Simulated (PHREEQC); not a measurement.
Consider water at 45 °C with 0.00025 mol PbCl2 per kg of water. Closed to the air; pH follows from the charge balance.

Equilibrium calculation in PHREEQC: ion-association model, phreeqc.dat.

Precipitation was switched off in this run.

**Question.** Estimate the pH, specific conductance.

**Answer.** pH 5.69; specific conductance 105 µS/cm.

**Question.** In which forms is Pb present?

**Answer.** Pb+2 97 %, PbCl+ 2.7 %, PbOH+ 0.8 % of the Pb.

Saturation is exceeded, for instance for Pb(OH)2; the values hold only as long as no solid forms. Complexes and solids missing from the database can't appear. Away from 25 °C the constants follow the database's enthalpies or fits; those with neither stay at their 25 °C values.
